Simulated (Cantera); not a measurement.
Input: 1 mol MgO, a varied amount of HCl, equilibrated at 1002 °C and 0.100 bar.

Method: chemical equilibrium by Gibbs-energy minimisation in Cantera with the NASA 1993 tables (ideal gas, pure condensed phases). Candidate condensed phases: H₂O, Mg, MgCl₂, MgO, Mg(OH)₂; 22 gas species. Equilibrium is a limit: real reactors are often held back by kinetics, nucleation or transport.

**Question.** What share of the Mg ends up in condensed phases as a function of n(HCl) (mol), at 3.8, 5.3, 7.3, 10, 14, 19, 27, 37, 51, 71?

**Answer.** 
| n(HCl) (mol) | Mg condensed (%) | as |
|---|---|---|
| 3.8 | 90.0 | MgO(s) |
| 5.3 | 86.1 | MgO(s) |
| 7.3 | 80.8 | MgO(s) |
| 10 | 73.7 | MgO(s) |
| 14 | 63.2 | MgO(s) |
| 19 | 50.0 | MgO(s) |
| 27 | 29.0 | MgO(s) |
| 37 | 2.7 | MgO(s) |
| 51 | 0.0 | - |
| 71 | 0.0 | - |
